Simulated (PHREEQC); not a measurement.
Make-up at 25 °C: 9.9 mmol/kgw KH2PO4 and 19 mmol/kgw Na2CO3. Closed to the air; pH follows from the charge balance.

Equilibrium calculation in PHREEQC: ion-association model, wateq4f.dat.

### Question
The ionic strength comes out as 0.0620 mol/kgw. What activity coefficients do HPO4-2, HCO3-, KHPO4-, NaHPO4-, OH- get?

### Answer
HPO4-2 0.44, HCO3- 0.82, KHPO4- 0.82, NaHPO4- 0.82, OH- 0.80.

Precipitation was switched off in this run. H3PO4, which wateq4f.dat lacks, is added to it with the constant of phreeqc.dat.
